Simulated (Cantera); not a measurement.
Catalytic combustion on Pt

An isothermal plug-flow reactor at 800 K and 3.00 bar (inlet), inlet velocity 0.16 m/s, active area per volume 1200 1/m; feed 3.73 % CO, 1.20 % O₂, 95.1 % N₂, equivalence ratio 1.6.

Model: Deutschmann's 1995 Pt surface mechanism with GRI-Mech 3.0 gas chemistry, integrated in Cantera. Catalytic surfaces can have several steady states; this one follows from the mechanism file's or the stated starting coverage. Mass transfer to the wall is taken as infinitely fast.

```tsv
z (m)	x CO	x O₂	x H₂O	x CO₂	θ free Pt	θ CO*	θ C*
0.00036	0.0357	0.0112	<1e-12	0.00167	0.0555	0.944	2.24e-10
0.0006	0.0346	0.0107	<1e-12	0.00276	0.0563	0.943	2.31e-10
0.001	0.0329	0.00979	<1e-12	0.00454	0.0577	0.942	2.45e-10
0.0017	0.0300	0.00834	<1e-12	0.00748	0.0603	0.939	2.74e-10
0.0028	0.0259	0.00627	<1e-12	0.0117	0.0647	0.935	3.36e-10
0.0047	0.0203	0.00345	<1e-12	0.0174	0.0727	0.927	5.35e-10
0.0078	0.0153	0.000966	<1e-12	0.0224	0.0829	0.917	1.64e-9
0.013	0.0135	7.21e-5	<1e-12	0.0242	0.0878	0.912	2.05e-8
0.022	0.0134	6.57e-7	<1e-12	0.0244	0.0883	0.912	2.24e-6
0.036	0.0134	4.35e-10	<1e-12	0.0244	0.0881	0.909	0.00336
```
x: gas mole fraction; θ: surface coverage.
